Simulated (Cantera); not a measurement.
## Thermodynamics of aluminium nitride and oxide growth, feed AlCl₃ + N₂O + N₂

A closed system holds: 1 mol AlCl₃, a varied amount of N₂O, 22 mol N₂, at 1300 K and 0.000460 bar.

Cantera equilibrium calculation (NASA polynomials, part measured and part estimated; ideal gas, pure solids and liquids). Candidate condensed phases: Al, AlCl₃, AlN, Al₂O₃; 24 gas species. The numbers say what is thermodynamically allowed, not how fast it happens.

From 1.3 mol N₂O to 22 mol N₂O the condensed part is Al₂O₃(s). The main Al-bearing gas is AlCl₃ throughout.

```json
[
 {"n(N₂O) (mol)": "1.3", "x N₂": "0.909", "x O₂": "1.81e-6", "x Cl": "0.0711", "x Cl₂": "0.0151", "x AlCl₃": "0.00520", "x NO": "1.25e-6", "x ClO": "6.74e-8", "x O": "1.11e-8", "n Al₂O₃(s)": "0.433"},
 {"n(N₂O) (mol)": "2.1", "x N₂": "0.895", "x O₂": "0.0111", "x Cl": "0.0764", "x Cl₂": "0.0175", "x AlCl₃": "9.30e-6", "x NO": "9.70e-5", "x ClO": "5.68e-6", "x O": "8.69e-7", "n Al₂O₃(s)": "0.500"},
 {"n(N₂O) (mol)": "3.4", "x N₂": "0.879", "x O₂": "0.0328", "x Cl": "0.0724", "x Cl₂": "0.0157", "x AlCl₃": "3.51e-6", "x NO": "0.000165", "x ClO": "9.25e-6", "x O": "1.49e-6", "n Al₂O₃(s)": "0.500"},
 {"n(N₂O) (mol)": "5.4", "x N₂": "0.858", "x O₂": "0.0610", "x Cl": "0.0671", "x Cl₂": "0.0134", "x AlCl₃": "1.75e-6", "x NO": "0.000223", "x ClO": "1.17e-5", "x O": "2.04e-6", "n Al₂O₃(s)": "0.500"},
 {"n(N₂O) (mol)": "8.7", "x N₂": "0.832", "x O₂": "0.0974", "x Cl": "0.0599", "x Cl₂": "0.0107", "x AlCl₃": "8.76e-7", "x NO": "0.000277", "x ClO": "1.32e-5", "x O": "2.57e-6", "n Al₂O₃(s)": "0.500"},
 {"n(N₂O) (mol)": "14", "x N₂": "0.802", "x O₂": "0.139", "x Cl": "0.0512", "x Cl₂": "0.00782", "x AlCl₃": "4.19e-7", "x NO": "0.000325", "x ClO": "1.35e-5", "x O": "3.08e-6", "n Al₂O₃(s)": "0.500"},
 {"n(N₂O) (mol)": "22", "x N₂": "0.772", "x O₂": "0.180", "x Cl": "0.0421", "x Cl₂": "0.00529", "x AlCl₃": "1.92e-7", "x NO": "0.000363", "x ClO": "1.26e-5", "x O": "3.50e-6", "n Al₂O₃(s)": "0.500"}
]
```
x: gas mole fraction; n: condensed amount in mol.
